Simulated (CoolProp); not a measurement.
Saturation properties of C3F8 (R218) (Tc = 71.9 °C, pc = 2.640 MPa, ω = 0.317).

Values from CoolProp's reference Helmholtz-energy equation of state, Lemmon 2006. It is a short technical equation, of lower accuracy than the large ones.

```
T (°C)  p (MPa)  enthalpy of vaporisation (kJ/kg)  liquid cp (kJ/(kg K))  surface tension (mN/m)  liquid viscosity (µPa s)  liquid conductivity (mW/(m K))
------  -------  --------------------------------  ---------------------  ----------------------  ------------------------  ------------------------------
-22.75   0.1835                             99.78                  1.008                    8.87                       347                            58.2
-18.35   0.2176                             97.99                  1.020                    8.37                       324                            57.0
-14.05   0.2554                             96.18                  1.031                    7.88                       303                            55.8
-9.75    0.2981                             94.31                  1.043                    7.40                       284                            54.6
-5.35    0.3470                             92.33                  1.056                    6.92                       266                            53.4
-1.05    0.4005                             90.32                  1.069                    6.45                       249                            52.2
3.25     0.4600                             88.22                  1.083                    5.99                       233                            51.1
7.55     0.5258                             86.04                  1.099                    5.53                       218                            49.9
11.95    0.6002                             83.70                  1.115                    5.07                       204                            48.7
16.25    0.6803                             81.30                  1.133                    4.63                       191                            47.6
20.55    0.7680                             78.78                  1.153                    4.20                       179                            46.4
24.95    0.8663                             76.04                  1.175                    3.76                       167                            45.3
29.25    0.9711                             73.20                  1.200                    3.34                       156                            44.2
33.55     1.085                             70.17                  1.229                    2.93                       145                            43.1
37.95     1.212                             66.83                  1.265                    2.53                       135                            42.0
```

It boils at -36.8 °C under 1 atm.

Viscosity comes from a separate model (Huber 2003), an estimate that may be off by 10 % or more. Thermal conductivity comes from a separate model (Huber 2003), an estimate that may be off by 10 % or more. Surface tension comes from a separate correlation (Mulero 2012).
